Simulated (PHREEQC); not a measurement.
PHREEQC input (ion-association model, wateq4f.dat):

```
SOLUTION 1
  temp 25
  units mol/kgw
  pH 7 charge
  B 0.088146
  F 0.352376
  Cu(2) 0.044
SOLUTION 2
  temp 25
  units mol/kgw
  pH 7 charge
  Cl 0.011
  S(6) 8.3e-05
  Cu(2) 8.3e-05
END
SELECTED_OUTPUT 1
  -reset false
  -pH true
  -pe true
  -ionic_strength true
  -water true
  -totals B Cl Cu F S Cu(1) Cu(2) S(-2) S(6)
  -molalities H+ H3BO3 Cl- Cu+2 F- SO4-2 H2BO3- HSO4- H2S HS-
    S-2 O2 OH- BF(OH)3- BF2(OH)2- BF3OH- BF4- HF HF2- CuCl2-
    CuCl3-2 Cu+ CuCl+ CuCl2 CuCl3- CuCl4-2 CuF+ CuOH+ Cu(OH)2 Cu(OH)3-
    Cu(OH)4-2 Cu2(OH)2+2 CuSO4 Cu(HS)3- H2F2
  -saturation_indices Cu(OH)2 Brochantite Antlerite Atacamite Chalcanthite CuF2:2H2O
PRINT
  -reset false
MIX 1
  1 1
  2 0
EQUILIBRIUM_PHASES 1
  O2(g) -0.68 10
END
# ... the last block is repeated for the other 10 points of share of solution B
```

Selected output (columns that matter, 11 of 11 rows; share of solution B added in front):

```
share of solution B	pH	mu	B	Cl	Cu	F	S	m_H+	si_Cu(OH)2	si_Brochantite	si_Antlerite	si_Atacamite	si_Chalcanthite	si_CuF2:2H2O
0	2.6647	0.13302	0.088146	0	0.044	0.35238	0	0.0026597	-5.1104	-1000	-1000	-1000	-1000	-2.5769
0.1	2.5957	0.12053	0.079332	0.0011	0.039609	0.31714	8.3001e-06	0.0031024	-5.2811	-12.961	-9.2698	-6.317	-5.0626	-2.7381
0.2	2.5263	0.10808	0.070518	0.0022	0.035217	0.28191	1.66e-05	0.0036198	-5.4567	-13.203	-9.3366	-6.292	-4.7776	-2.9075
0.3	2.458	0.095671	0.061704	0.0033001	0.030826	0.24667	2.4901e-05	0.004211	-5.6359	-13.585	-9.539	-6.3996	-4.6212	-3.0845
0.4	2.3917	0.083304	0.052889	0.0044002	0.026434	0.21143	3.3201e-05	0.0048718	-5.8183	-14.032	-9.8038	-6.5661	-4.5207	-3.2699
0.5	2.3281	0.070984	0.044075	0.0055002	0.022042	0.1762	4.1502e-05	0.0055958	-6.0055	-14.528	-10.113	-6.7721	-4.4551	-3.4668
0.6	2.2674	0.058714	0.03526	0.0066004	0.017651	0.14096	4.9803e-05	0.0063771	-6.2018	-15.08	-10.468	-7.016	-4.4175	-3.6819
0.7	2.2091	0.0465	0.026445	0.0077005	0.013259	0.10572	5.8104e-05	0.0072118	-6.4172	-15.719	-10.892	-7.3113	-4.4096	-3.9295
0.8	2.1524	0.034357	0.01763	0.0088006	0.008867	0.07048	6.6405e-05	0.0081033	-6.6742	-16.526	-11.442	-7.6986	-4.4458	-4.2425
0.9	2.0948	0.022326	0.0088152	0.0099007	0.004475	0.03524	7.4705e-05	0.0090794	-7.0458	-17.781	-12.325	-8.3182	-4.5853	-4.7302
1	2.0011	0.011259	0	0.011	8.3e-05	0	8.3e-05	0.010966	-8.9082	-24.914	-17.596	-11.884	-6.1305	-1000
```

Real BF4- forms and hydrolyses slowly; the run takes it at equilibrium.
